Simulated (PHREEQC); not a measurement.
PHREEQC input (ion-association model, wateq4f.dat):

```
SOLUTION_MASTER_SPECIES
  An  An-  0  An  62.0  # stands for a non-complexing anion
SOLUTION_SPECIES
  An- = An-
    -log_k 0
    -gamma 3.0 0
PHASES
  Fix_H+
    H+ = H+
    -log_k 0
SOLUTION 1
  temp 25
  units mmol/kgw
  pH 7 charge
  F 0.0012
  Na 100.001
  S(6) 7.7e-05
  Zn 7.7e-05
  An 100
END
SELECTED_OUTPUT 1
  -reset false
  -pH true
  -pe true
  -ionic_strength true
  -water true
  -totals F Na S Zn S(-2) S(6)
  -molalities Hfo_wOH Hfo_wOH2+ Hfo_wO- Hfo_sOH Hfo_sOH2+ Hfo_sO- Hfo_wSO4- Hfo_wOHSO4-2 Hfo_sOZn+ Hfo_wOZn+
    Hfo_wF Hfo_wOHF-
  -saturation_indices Zn(OH)2-e Zn4(OH)6SO4 Mirabilite Goslarite ZnF2
USER_PUNCH 1
  -headings sigma psi
  10 PUNCH EDL("sigma", "Hfo"), EDL("psi", "Hfo")
PRINT
  -reset false
USE solution 1
SURFACE 1
  Hfo_wOH 5.16854e-05 600 0.023
  Hfo_sOH 1.29213e-06
EQUILIBRIUM_PHASES 1
  Fix_H+ -3 HAn 10
    -force_equality true
  O2(g) -0.68 10
END
# ... the last block is repeated for the other 16 points of pH, with NaOH or the acid as the point needs
```

Selected output (columns that matter, 17 of 17 rows; pH added in front):

```
pH	mu	F	Na	S	Zn	m_Hfo_wOH	m_Hfo_wOH2+	si_Zn(OH)2-e	si_Zn4(OH)6SO4	si_Mirabilite	si_Goslarite	si_ZnF2	sigma	psi
3	0.10124	1.0181e-06	0.1	9.6943e-09	7.7e-08	9.7427e-07	5.0461e-05	-13.015	-48.993	-9.6489	-14.097	-18.879	0.36118	0.15237
3.38	0.10053	9.6148e-07	0.1	1.0061e-08	7.7e-08	2.1803e-06	4.9197e-05	-12.255	-46.683	-9.6217	-14.07	-18.614	0.35202	0.15124
3.75	0.10024	9.3661e-07	0.1	1.1312e-08	7.6999e-08	4.4393e-06	4.6907e-05	-11.514	-44.406	-9.5661	-14.014	-18.466	0.33541	0.14884
4.12	0.10011	9.4307e-07	0.1	1.4089e-08	7.6997e-08	8.1267e-06	4.3204e-05	-10.774	-42.088	-9.4688	-13.916	-18.376	0.30848	0.1446
4.5	0.10006	9.7474e-07	0.1	1.9758e-08	7.6985e-08	1.326e-05	3.8037e-05	-10.014	-39.661	-9.3211	-13.769	-18.308	0.27078	0.13797
4.88	0.10003	1.0207e-06	0.1	2.9807e-08	7.6925e-08	1.9052e-05	3.2149e-05	-9.2544	-37.203	-9.1421	-13.59	-18.251	0.22748	0.12912
5.25	0.10002	1.0682e-06	0.1	4.3839e-08	7.6664e-08	2.4524e-05	2.6476e-05	-8.5159	-34.821	-8.9745	-13.424	-18.206	0.18512	0.11871
5.62	0.10002	1.1103e-06	0.1	5.843e-08	7.5531e-08	2.9269e-05	2.139e-05	-7.7824	-32.502	-8.8496	-13.306	-18.176	0.14609	0.10685
6	0.10001	1.1439e-06	0.1	6.8996e-08	7.0725e-08	3.311e-05	1.7037e-05	-7.0511	-30.265	-8.7774	-13.262	-18.177	0.11118	0.093382
6.38	0.10001	1.1672e-06	0.1	7.4178e-08	5.49e-08	3.5877e-05	1.3605e-05	-6.4014	-28.395	-8.7459	-13.341	-18.27	0.081877	0.078743
6.75	0.1	1.1816e-06	0.1	7.611e-08	2.7909e-08	3.7667e-05	1.1058e-05	-5.9561	-27.343	-8.7347	-13.625	-18.553	0.058356	0.063433
7.12	0.1	1.1902e-06	0.1	7.6747e-08	8.7023e-09	3.876e-05	9.1526e-06	-5.7243	-27.152	-8.7311	-14.129	-19.055	0.039015	0.047138
7.5	0.1	1.1951e-06	0.1	7.6936e-08	2.014e-09	3.9369e-05	7.6922e-06	-5.6061	-27.438	-8.7301	-14.77	-19.694	0.022511	0.029525
7.88	0.1	1.1976e-06	0.1	7.6985e-08	4.3915e-10	3.9634e-05	6.5614e-06	-5.5274	-27.883	-8.7298	-15.451	-20.373	0.0082272	0.011303
8.25	0.1	1.1988e-06	0.1	7.6996e-08	1.0945e-10	3.9654e-05	5.6387e-06	-5.4596	-28.352	-8.7297	-16.123	-21.044	-0.0048357	-0.0066783
8.62	0.10001	1.1994e-06	0.10001	7.6999e-08	3.8984e-11	3.945e-05	4.7936e-06	-5.3887	-28.808	-8.7296	-16.792	-21.713	-0.01839	-0.024527
9	0.10002	1.1997e-06	0.10002	7.7e-08	2.554e-11	3.8937e-05	3.948e-06	-5.3043	-29.23	-8.7296	-17.468	-22.388	-0.034169	-0.042357
```

The oxide is taken as insoluble; below pH 4 it would dissolve.
